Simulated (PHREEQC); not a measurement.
Make-up at 70 °C: 0.11 mol CaCl2, 4.8e-06 mol CO2 and 0.0054 mol NaCl per kg of water. Closed to the air; pH follows from the charge balance.

Computed with PHREEQC (ion-association model, wateq4f.dat).

This is a speciation only: nothing precipitates in the calculation.

Q: Order these C species by the share of C that they hold, largest first: CaCO3, CaHCO3+, CO2, HCO3-.

A: CO2 (59 %), HCO3- (28 %), CaHCO3+ (13 %), CaCO3 (0.14 %)

The pH is 5.79 and the ionic strength 0.335 mol/kgw. Species that the database lacks are ignored. Away from 25 °C the constants follow the database's enthalpies or fits; those with neither stay at their 25 °C values.
